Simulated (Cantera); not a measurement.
A Cantera script and what it prints.

```python
import numpy as np
import cantera as ct

gas_names = """
    H H2 Si SiH SiH2 SiH3 SiH4 Si2 Si3
""".split()
cond_names = """
    Si(cr) Si(L)
""".split()


# ... load() reads the species with a 1 bar reference pressure and builds the phases ...
atoms = {
    'Si3H8': {'Si': 3, 'H': 8},
    'H2': {'H': 2},
}
top_T = {}  # K; cautious upper limits of use, not melting points


# ... equilibrate(T, P, feed) seeds the gas with the atoms and calls Mixture.equilibrate('TP', solver="vcs", rtol=1e-11, max_steps=5000) ...
results = []
feed = {'Si3H8': 1, 'H2': 71}  # mol
T = 1600  # K
P = 150  # Pa
mix = equilibrate(T, P, feed)
results.append((T, P, feed, dict(zip(mix.species_names, mix.species_moles))))
x = sorted(zip(gas.X, gas.species_names), reverse=True)
print(f"T = {T:g} K  P = {P:g} Pa  gas = {mix.phase_moles(0):.4g} mol")
print("   x: " + "  ".join(f"{s} {v:.3e}" for v, s in x if v > 1e-06))
print("   condensed (mol): " + ("  ".join(f"{mix.phase(i).name} {mix.phase_moles(i):.4g}"
      for i in range(1, mix.n_phases) if mix.phase_moles(i) > 1e-12) or "none"))
```

It prints:

```
T = 1600 K  P = 150 Pa  gas = 75.06 mol
   x: H2 9.985e-01  H 1.403e-03  Si 6.500e-05  SiH 5.481e-06  SiH2 4.998e-06
   condensed (mol): Si(cr) 2.994
```

Equilibrium computed with Cantera from the NASA thermochemical tables; the gas is ideal and each condensed phase is pure. The feed counts by its element totals alone.
